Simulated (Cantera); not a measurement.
A Cantera script and its output.

```python
import numpy as np
import cantera as ct

gas = ct.Solution("gri30.yaml")
gas.TPX = 1623, 160000, {'H2': 0.65, 'O2': 1.43, 'N2': 4.43, 'NO': 0.0072}
reactor = ct.IdealGasConstPressureReactor(gas, energy="on", clone=False)
net = ct.ReactorNet([reactor])
net.rtol, net.atol = 1e-08, 1e-16
show = ['H2', 'O2', 'NO', 'H2O', 'H', 'HO2']
times = np.geomspace(1e-06, 0.7, 12)

steps = ct.SolutionArray(gas, extra=["t"])
rows = []
print(f"{'t/s':>10s}{'T/K':>9s}{'P/Pa':>11s}" + "".join(f"{s:>11s}" for s in show))
for t in times:
    while net.time < t:
        t_next = net.step()
        steps.append(gas.state, t=t_next)
    rows.append([np.interp(t, steps.t, y) for y in (steps.T, steps.P, *steps(*show).X.T)])
    print(f"{t:10.3e}{rows[-1][0]:9.1f}{rows[-1][1]:11.4g}" + "".join(f"{x:11.3e}" for x in rows[-1][2:]))
rate = np.gradient(steps.T, steps.t)
print("integrator steps:", len(steps.t))
if steps.T.max() > steps.T[0] + 200:
    print(f"time of steepest temperature rise: {steps.t[rate.argmax()]:.4e} s")
gas.TPX = 1623, 160000, {'H2': 0.65, 'O2': 1.43, 'N2': 4.43, 'NO': 0.0072}
gas.equilibrate("HP")
print(f"equilibrium (HP): T = {gas.T:.1f} K  " + "  ".join(f"{s} {gas[s].X[0]:.3e}" for s in show))
```

Result:

```
       t/s      T/K       P/Pa         H2         O2         NO        H2O          H        HO2
 1.000e-06   1623.0    1.6e+05  9.973e-02  2.194e-01  1.105e-03  1.380e-06  1.533e-06  8.978e-07
 3.399e-06   1623.1    1.6e+05  9.930e-02  2.192e-01  1.104e-03  2.897e-04  1.902e-04  9.941e-06
 1.155e-05   1840.6    1.6e+05  6.587e-03  1.610e-01  1.132e-03  7.896e-02  1.666e-02  4.624e-05
 3.928e-05   2119.0    1.6e+05  2.933e-03  1.685e-01  1.178e-03  9.170e-02  3.639e-03  1.612e-05
 1.335e-04   2252.6    1.6e+05  7.629e-04  1.745e-01  1.221e-03  9.939e-02  4.198e-04  7.274e-06
 4.538e-04   2279.5    1.6e+05  3.583e-04  1.759e-01  1.269e-03  1.014e-01  1.325e-04  7.562e-06
 1.543e-03   2279.5    1.6e+05  3.545e-04  1.759e-01  1.399e-03  1.014e-01  1.304e-04  7.566e-06
 5.243e-03   2278.6    1.6e+05  3.529e-04  1.757e-01  1.832e-03  1.014e-01  1.295e-04  7.539e-06
 1.782e-02   2275.9    1.6e+05  3.481e-04  1.750e-01  3.204e-03  1.014e-01  1.267e-04  7.456e-06
 6.058e-02   2268.7    1.6e+05  3.357e-04  1.733e-01  6.773e-03  1.015e-01  1.198e-04  7.240e-06
 2.059e-01   2259.4    1.6e+05  3.203e-04  1.711e-01  1.135e-02  1.017e-01  1.114e-04  6.969e-06
 7.000e-01   2257.5    1.6e+05  3.172e-04  1.707e-01  1.230e-02  1.017e-01  1.097e-04  6.913e-06
integrator steps: 1246
time of steepest temperature rise: 7.0812e-06 s
equilibrium (HP): T = 2257.5 K  H2 3.171e-04  O2 1.707e-01  NO 1.230e-02  H2O 1.017e-01  H 1.097e-04  HO2 6.913e-06
```

Detailed kinetics in Cantera: GRI-Mech 3.0 (53 species, 325 reactions).
